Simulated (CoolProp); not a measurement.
Methanol at 293.15 K and 0.623 MPa flows at 0.96 m/s in a round tube of 100 mm bore and 0.25 µm roughness, fully developed (64/Re and Nu = 3.66 if laminar; Colebrook and Gnielinski if turbulent). Each further row changes one setting.

Values from CoolProp's reference Helmholtz-energy equation of state, de Reuck 1993.

| case | Reynolds number | Darcy friction factor | pressure drop (Pa/m) | heat-transfer coefficient (W/(m² K)) | mass flow (kg/h) |
|---|---|---|---|---|---|
| as stated | ? | ? | ? | 1540 | ? |
| velocity 1.92 m/s | 259000 | 0.0149 | 217 | 2810 | ? |
| diameter 200 mm | 259000 | 0.0149 | ? | ? | ? |

Task: What belongs in the gaps?

Result: 
- as stated, Reynolds number: 129000
- as stated, Darcy friction factor: 0.0171
- as stated, pressure drop (Pa/m): 62.3
- as stated, mass flow (kg/h): 21500
- velocity 1.92 m/s, mass flow (kg/h): 43000
- diameter 200 mm, pressure drop (Pa/m): 27.1
- diameter 200 mm, heat-transfer coefficient (W/(m² K)): 1400
- diameter 200 mm, mass flow (kg/h): 85900

Viscosity comes from a separate model (Xiang 2006). Thermal conductivity comes from a separate model (Sykioti 2013).
